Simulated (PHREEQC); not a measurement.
Make-up at 25 °C: 0.03 mol/kgw H2SO4, 8.2e-05 mol/kgw CaCl2 and 0.0036 mol/kgw CdCl2. Closed to the air; pH follows from the charge balance.

Equilibrium calculation in PHREEQC: ion-association model, phreeqc.dat.

pH: 1.46
ionic strength: 0.0579 mol/kgw
specific conductance: 15100 µS/cm
density: 1.000 g/cm³
total alkalinity: -60.0 meq/kg

```csv
species,molality,activity,log γ
H+,0.0413,0.0351,-0.072
HSO4-,0.0186,0.0152,-0.090
SO4-2,0.0100,0.00445,-0.354
Cl-,0.00681,0.00548,-0.094
Cd+2,0.00189,0.000826,-0.360
CdSO4,0.00104,0.00106,0.006
CdCl+,0.000532,0.000433,-0.090
Cd(SO4)2-2,0.000118,5.16e-5,-0.360
Ca+2,5.63e-5,2.56e-5,-0.342
CaSO4,2.00e-5,2.02e-5,0.006
CdCl2,9.75e-6,9.88e-6,0.006
CaHSO4+,5.74e-6,4.66e-6,-0.090
CdCl3-,4.21e-8,3.42e-8,-0.090
```

No solid was allowed to form.
